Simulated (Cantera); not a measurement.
# Oxide etching and cleaning by halides: B₂O₃ + NF₃ + H₂ + Cl₂

Input: 1 mol B₂O₃, 2.8 mol NF₃, a varied amount of H₂, 22 mol Cl₂, held at 1898.15 K and 1000 Pa.

Method: chemical equilibrium by Gibbs-energy minimisation in Cantera with the NASA 1993 tables (ideal gas, pure condensed phases). Candidate condensed phases: B, BN, B₂O₃, B₃O₃H₃, H₂O, NH₄Cl; 75 gas species. The tables' values for BOCl are old estimates; treat these amounts as uncertain. Kinetics and transport are ignored.

```tsv
n(H₂) (mol)	x Cl	x HCl	x HF	x BF₃	x F	x BOF	x O₂	x Cl₂	x N₂
0.28	0.825	9.30e-5	0.0112	0.0402	0.0348	1.07e-5	0.0296	0.0284	0.0279
0.43	0.825	0.000170	0.0171	0.0401	0.0292	1.51e-5	0.0295	0.0284	0.0279
0.68	0.824	0.000390	0.0269	0.0401	0.0200	3.22e-5	0.0295	0.0283	0.0279
1.1	0.823	0.00196	0.0421	0.0397	0.00623	0.000328	0.0293	0.0282	0.0279
1.7	0.808	0.0112	0.0564	0.0346	0.00144	0.00511	0.0267	0.0273	0.0276
2.6	0.782	0.0282	0.0736	0.0255	0.000720	0.0137	0.0220	0.0255	0.0273
4.1	0.737	0.0639	0.0937	0.0145	0.000381	0.0239	0.0164	0.0226	0.0268
6.4	0.663	0.132	0.109	0.00580	0.000193	0.0319	0.0119	0.0183	0.0264
```
x: gas mole fraction; nothing condenses.

From 0.28 mol H₂ to 6.4 mol H₂ nothing is condensed. The main B-bearing gas is BF₃ at 0.28 mol H₂ and BOF at 6.4 mol H₂.
